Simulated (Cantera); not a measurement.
A Cantera script and what it prints.

```python
import numpy as np
import cantera as ct

gas_names = """
    B BCL BCL2 BCL3 BH BH2 BH3 B2 CL CL2 H HCL H2
""".split()
cond_names = """
    B(b) B(L)
""".split()


# ... load() reads the species with a 1 bar reference pressure and builds the phases ...
atoms = {
    'B': {'B': 1},
    'Cl2': {'CL': 2},
    'H2': {'H': 2},
}
top_T = {}  # K; cautious upper limits of use, not melting points


# ... equilibrate(T, P, feed) seeds the gas with the atoms and calls Mixture.equilibrate('TP', solver="vcs", rtol=1e-11, max_steps=5000) ...
results = []
feed = {'B': 1, 'Cl2': 0.043, 'H2': 3}  # mol
T = 1200  # K
P = 22000  # Pa
mix = equilibrate(T, P, feed)
results.append((T, P, feed, dict(zip(mix.species_names, mix.species_moles))))
x = sorted(zip(gas.X, gas.species_names), reverse=True)
print(f"T = {T:g} K  P = {P:g} Pa  gas = {mix.phase_moles(0):.4g} mol")
print("   x: " + "  ".join(f"{s} {v:.3e}" for v, s in x if v > 0.001))
print("   condensed (mol): " + ("  ".join(f"{mix.phase(i).name} {mix.phase_moles(i):.4g}"
      for i in range(1, mix.n_phases) if mix.phase_moles(i) > 1e-12) or "none"))
```

Output:

```
T = 1200 K  P = 22000 Pa  gas = 3.042 mol
   x: H2 9.725e-01  HCL 2.716e-02
   condensed (mol): B(b) 0.9989
```

Cantera equilibrium calculation (NASA polynomials, part measured and part estimated; ideal gas, pure solids and liquids). Gases not in the tables: BHCl2.
